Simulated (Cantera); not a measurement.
Charge: 1 mol Si(CH3)4, 0.013 mol C3H8, 29 mol H2, at 1375 K and 10000 Pa.

Cantera equilibrium calculation (NASA polynomials, part measured and part estimated; ideal gas, pure solids and liquids). Candidate condensed phases: C, C6H6, C7H8, C8H18, Si, SiC; 87 gas species. Equilibrium is a limit: real reactors are often held back by kinetics, nucleation or transport.

Base state: H2 0.999, CH4 0.000497, H 1.08e-5 (mole fractions); condensed: C(graphite) + SiC(s).

### Question
What changes in the equilibrium state with this change: temperature from 1375 K to 2600 K?

### Answer
| species | before | after |
|---|---|---|
| H2 | 0.999 | 0.849 |
| H | 1.08e-5 | 0.112 |
| Si | <1e-9 | 0.0161 |
| C2H2 (acetylene) | 1.78e-6 | 0.0138 |
| SiC2 | <1e-9 | 0.00549 |
| Si2C | <1e-9 | 0.00162 |
| SiH | <1e-9 | 0.00107 |
| C(graphite), mol | 3.02 | 2.48 |
| SiC(s), mol | 1.00 | 0 |
Gases not in the tables: Si2H6 and higher silanes.
